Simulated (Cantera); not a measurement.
What does this Cantera script print?

```python
import numpy as np
import cantera as ct

gas_names = [...]  # 91 gases of nasa_gas.yaml made of C, Cl, H
cond_names = """
    C(gr) C6H6(L) C7H8(L) C8H18(L),n-octa
""".split()


# ... load() reads the species with a 1 bar reference pressure and builds the phases ...
atoms = {
    'CCl4': {'C': 1, 'CL': 4},
    'CH4': {'C': 1, 'H': 4},
}
top_T = {'C(gr)': 4500}  # K; cautious upper limits of use, not melting points


# ... equilibrate(T, P, feed) seeds the gas with the atoms and calls Mixture.equilibrate('TP', solver="vcs", rtol=1e-11, max_steps=5000) ...
results = []
T = 1500  # K
P = 1000  # Pa
for m in [0.021, 0.033, 0.052, 0.082, 0.13, 0.21, 0.33, 0.51, 0.81]:
    feed = {'CCl4': 1, 'CH4': m}  # mol
    mix = equilibrate(T, P, feed)
    results.append((T, P, feed, dict(zip(mix.species_names, mix.species_moles))))

top = {s: max(r[3][s] / sum(r[3][g] for g in gas_names) for r in results) for s in gas_names}
cols = sorted((s for s in top if top[s] > 1e-05), key=lambda s: -top[s])[:8]
seen = [c for c in cond_names if any(r[3].get(c, 0) > 1e-12 for r in results)]
print("log10 of partial pressures in bar; condensed amounts in mol")
print(f"{'n(CH4)':>10s}" + "".join(f"{s[:9]:>10s}" for s in cols + seen))
for T, P, feed, n in results:
    ng = sum(n[g] for g in gas_names)
    print(f"{feed['CH4']:10.4g}" + "".join(f"{np.log10(max(n[s] / ng * P / 1e5, 1e-99)):10.3f}" for s in cols)
          + "".join(f"{n.get(c, 0):10.4g}" for c in seen))
```

Output:

```
log10 of partial pressures in bar; condensed amounts in mol
    n(CH4)       HCL       CL2        CL     C(gr)
     0.021    -3.491    -2.269    -2.368     1.021
     0.033    -3.298    -2.279    -2.373     1.033
     0.052    -3.106    -2.296    -2.381     1.052
     0.082    -2.917    -2.322    -2.395     1.082
      0.13    -2.731    -2.366    -2.416      1.13
      0.21    -2.544    -2.441    -2.454      1.21
      0.33    -2.376    -2.562    -2.515      1.33
      0.51    -2.226    -2.778    -2.623      1.51
      0.81    -2.074    -3.395    -2.931      1.81
```

These are equilibrium values from Cantera (NASA tables, ideal gas, pure condensed phases), not measurements of a reactor.
